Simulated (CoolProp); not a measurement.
Vapour-liquid equilibrium of propane (1) + toluene (2) at 332.9 K; x and y are mole fractions of (1).

The numbers come from the multi-fluid Helmholtz-energy mixture model, Lemmon 2009 and Lemmon 2006; pair parameters Bell 2016 in CoolProp.

```csv
x,"bubble pressure, mixture model (MPa)","bubble pressure, Raoult's law (MPa)","y, mixture model","y, Raoult's law"
0.05,0.1688,0.1227,0.890,0.858
0.125,0.3847,0.2793,0.951,0.942
0.2,0.5847,0.4359,0.968,0.966
0.275,0.7661,0.5924,0.976,0.978
0.35,0.9284,0.7490,0.980,0.984
0.425,1.073,0.9056,0.983,0.988
0.5,1.202,1.062,0.985,0.991
0.575,1.319,1.219,0.987,0.994
0.65,1.431,1.375,0.988,0.995
0.725,1.542,1.532,0.990,0.997
0.8,1.660,1.688,0.992,0.998
0.875,1.796,1.845,0.994,0.999
0.95,1.963,2.002,0.997,1.000
```

The largest gap from Raoult's law is +37.7 % in bubble pressure, at x = 0.125. No azeotrope shows between x = 0.05 and 0.95.

The pair parameters rest on a limited set of measurements; away from them the model extrapolates. The gap from Raoult's law changes sign with composition, which may be real or a fault of the pair parameters; it wasn't checked against measurements.
